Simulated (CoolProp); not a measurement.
Vapour-liquid equilibrium of R143a (1) + propane (2) at 2.5 bar; x and y are mole fractions of (1).

The numbers come from the multi-fluid Helmholtz-energy mixture model, Lemmon and Jacobsen 2000 and Lemmon 2009; pair parameters Bell 2016 in CoolProp.

Question: Give the bubble temperature and the first vapour's composition at x = 0.35, 0.45, 0.75. Is there an azeotrope?

Answer: x = 0.35: 241.5 K, y = 0.494; x = 0.45: 241.1 K, y = 0.529; x = 0.75: 241.4 K, y = 0.659. y crosses x between x = 0.55 and 0.65: the model has an azeotrope there.

The pair parameters rest on a limited set of measurements; away from them the model extrapolates.
